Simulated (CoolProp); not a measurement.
The numbers come from the reference Helmholtz-energy equation of state, Lemmon 2006 in CoolProp. It is a short technical equation, of lower accuracy than the large ones.

**Question.** For carbonyl sulfide, give the phase and the cp (kJ/(kg K)), speed of sound (m/s) at 482 K and 0.101 MPa.

**Answer.** 
- 482 K and 0.101 MPa: gas; cp 0.808, speed of sound 283
